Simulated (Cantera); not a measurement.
Charge: 1 mol MgCl₂, 0.22 mol O₂, 2.5 mol N₂, equilibrated at 1777 °C and 13300 Pa.

Cantera equilibrium calculation (NASA polynomials, part measured and part estimated; ideal gas, pure solids and liquids). Candidate condensed phases: Mg, MgCl₂, MgO; 18 gas species. The numbers say what is thermodynamically allowed, not how fast it happens.

### Question
What is the equilibrium state?

### Answer
- x(N₂) = 0.656
- x(MgCl₂) = 0.220
- x(Cl) = 0.0847
- x(O₂) = 0.0342
- x(NO) = 0.00323
- x(Cl₂) = 0.00121
- x(O) = 0.000493
- x(ClO) = 8.32e-5
- x(MgCl) = 3.87e-5
- n(MgO(s)) = 0.166 mol
- gas amount = 3.799 mol
- log10 activity of Mg(l) (absent) = -8.31
